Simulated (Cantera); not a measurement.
Input: 1 mol Al2O3, 0.89 mol HCl, 0.012 mol O2, at 330000 Pa.

Cantera equilibrium calculation (NASA polynomials, part measured and part estimated; ideal gas, pure solids and liquids). Candidate condensed phases: Al, AlCl3, Al2O3, H2O; 29 gas species. Condensed phases not in the tables: AlOCl. Kinetics and transport are ignored. All values below are at 998 K.

Base state: HCl 0.946, H2O 0.0270, Cl2 0.0269, Cl 3.41e-5 (mole fractions); condensed: Al2O3(s).

What changes in the equilibrium state with this change: O2 from 0.012 to 0.085 mol?


```csv
species,before,after
HCl,0.946,0.655
H2O,0.0270,0.167
Cl2,0.0269,0.167
O2,1.69e-6,0.0109
HOCl,3.66e-7,2.03e-5
Cl,3.41e-5,8.48e-5
"Al2O3(s), mol",1.000,1.00
```
